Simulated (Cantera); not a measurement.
**Dilute partial oxidation**

A perfectly stirred reactor is fed with CH3OH : O2 : N2 = 0.0027 : 0.0049 : 1 (molar parts), equivalence ratio 0.83, at 3230 Torr; it is held at 1398 K, and followed from long to short residence time.

Model: GRI-Mech 3.0 (53 species, 325 reactions), integrated in Cantera. GRI-Mech 3.0 was tuned for natural gas; its chemistry of methanol as a main component is partial and can be far from experiment.

```tsv
τ (s)	x CH3OH	x O2	x CO	x CH4	x C2H2	x OH
1.4	3.09e-7	0.000851	1.86e-5	1.52e-10	<1e-12	1.27e-5
0.82	4.33e-7	0.000855	2.66e-5	2.14e-10	<1e-12	1.48e-5
0.47	6.09e-7	0.000863	3.85e-5	3.42e-10	<1e-12	1.73e-5
0.27	8.41e-7	0.000873	5.54e-5	6.20e-10	<1e-12	2.04e-5
0.15	1.16e-6	0.000889	8.10e-5	1.33e-9	<1e-12	2.43e-5
0.086	1.56e-6	0.000911	0.000115	3.00e-9	<1e-12	2.87e-5
0.049	2.06e-6	0.000941	0.000163	7.15e-9	<1e-12	3.40e-5
0.028	2.70e-6	0.000983	0.000229	1.71e-8	<1e-12	4.02e-5
0.016	3.51e-6	0.00104	0.000318	3.99e-8	1.49e-12	4.74e-5
0.0090	4.60e-6	0.00112	0.000438	9.21e-8	4.41e-12	5.59e-5
```
x: mole fraction; the columns are a selection and need not sum to one.
